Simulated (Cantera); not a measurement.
Charge: 1 mol SiC, 1.1 mol H2O, 240 mol H2, equilibrated at 0.133 bar.

Equilibrium computed with Cantera from the NASA thermochemical tables; the gas is ideal and each condensed phase is pure. Candidate condensed phases: C, C6H6, C7H8, C8H18, H2O, Si, SiC, SiO2; 123 gas species. Gases not in the tables: Si2H6 and higher silanes. Kinetics and transport are ignored. All values below are at 1873 K.

Base state: H2 0.994, CO 0.00229, SiO 0.00225, H 0.00176, Si 2.64e-5, SiH2 1.94e-5 (mole fractions); condensed: SiC(s).

What changes in the equilibrium state with this change: pressure from 0.133 bar to 0.00710 bar?


```tsv
species	before	after
H2	0.994	0.987
H	0.00176	0.00761
CO	0.00229	0.00251
Si	2.64e-5	0.000447
SiO	0.00225	0.00201
SiH	8.95e-6	3.49e-5
SiH2	1.94e-5	1.74e-5
SiC(s), mol	0.442	0.386
```

What changes in the equilibrium state with this change: pressure from 0.133 bar to 0.000450 bar?


| species | before | after |
|---|---|---|
| H2 | 0.994 | 0.962 |
| H | 0.00176 | 0.0298 |
| CO | 0.00229 | 0.00385 |
| Si | 2.64e-5 | 0.00314 |
| Si2C | 4.06e-7 | 4.84e-5 |
| SiH | 8.95e-6 | 6.09e-5 |
| C2H2 (acetylene) | 2.15e-6 | 1.29e-5 |
| SiO | 0.00225 | 0.000610 |
| SiH2 | 1.94e-5 | 7.57e-6 |
| SiC(s), mol | 0.442 | 0.0308 |

What changes in the equilibrium state with this change: pressure from 0.133 bar to 0.00133 bar?


```csv
species,before,after
H2,0.994,0.976
H,0.00176,0.0175
CO,0.00229,0.00316
Si,2.64e-5,0.00173
Si2C,4.06e-7,2.67e-5
SiH,8.95e-6,5.82e-5
SiO,0.00225,0.00133
SiH2,1.94e-5,1.25e-5
"SiC(s), mol",0.442,0.217
```
